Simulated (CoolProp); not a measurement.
Vapour-liquid equilibrium of R114 (1) + n-heptane (2) at 313.3 K; x and y are mole fractions of (1).

The numbers come from the multi-fluid Helmholtz-energy mixture model, Platzer 1990 and Span 2003; pair parameters Bell 2016 in CoolProp. This equation is an older, rougher fit; its heat capacities, sound speeds and derivatives of the liquid may be far off and weren't checked against measurements.

```json
[
 {"x": "0.05", "bubble pressure, mixture model (MPa)": "0.03802", "bubble pressure, Raoult's law (MPa)": "0.02878", "y, mixture model": "0.685", "y, Raoult's law": "0.590"},
 {"x": "0.2", "bubble pressure, mixture model (MPa)": "0.1073", "bubble pressure, Raoult's law (MPa)": "0.07789", "y, mixture model": "0.900", "y, Raoult's law": "0.873"},
 {"x": "0.35", "bubble pressure, mixture model (MPa)": "0.1630", "bubble pressure, Raoult's law (MPa)": "0.1270", "y, mixture model": "0.942", "y, Raoult's law": "0.936"},
 {"x": "0.5", "bubble pressure, mixture model (MPa)": "0.2069", "bubble pressure, Raoult's law (MPa)": "0.1761", "y, mixture model": "0.961", "y, Raoult's law": "0.965"},
 {"x": "0.65", "bubble pressure, mixture model (MPa)": "0.2442", "bubble pressure, Raoult's law (MPa)": "0.2252", "y, mixture model": "0.973", "y, Raoult's law": "0.981"},
 {"x": "0.8", "bubble pressure, mixture model (MPa)": "0.2810", "bubble pressure, Raoult's law (MPa)": "0.2744", "y, mixture model": "0.983", "y, Raoult's law": "0.991"},
 {"x": "0.95", "bubble pressure, mixture model (MPa)": "0.3233", "bubble pressure, Raoult's law (MPa)": "0.3235", "y, mixture model": "0.995", "y, Raoult's law": "0.998"}
]
```

The largest gap from Raoult's law is +37.8 % in bubble pressure, at x = 0.2. No azeotrope shows between x = 0.05 and 0.95.

Pair parameters are fitted to limited data, so mixtures are less certain than the pure fluids.
